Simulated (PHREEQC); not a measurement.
# Acid rinse or clean (model solution)

A solution holds 0.11 mol/kgw HF and 0.25 mol/kgw NaCl, at 14 °C. Closed to the air; pH follows from the charge balance.

Computed with PHREEQC (ion-association model, wateq4f.dat).

```yaml
pH: 2.04
ionic_strength: 0.261 mol/kgw
activity_of_water: 0.990
total_alkalinity: -110 meq/kg
```

| species | molality | activity | log γ |
|---|---|---|---|
| Cl- | 0.250 | 0.174 | -0.158 |
| Na+ | 0.249 | 0.183 | -0.134 |
| HF | 0.0636 | 0.0675 | 0.026 |
| H2F2 | 0.0165 | 0.0175 | 0.026 |
| H+ | 0.0114 | 0.00903 | -0.102 |
| F- | 0.00877 | 0.00605 | -0.161 |
| HF2- | 0.00205 | 0.00142 | -0.161 |
| NaF | 0.000601 | 0.000638 | 0.026 |

No solid was allowed to form. wateq4f.dat counts part of the HF as a dimer, H2F2, which phreeqc.dat doesn't know; its constant is uncertain. At this temperature some constants are extrapolated from 25 °C, and those without enthalpy data are left unchanged.
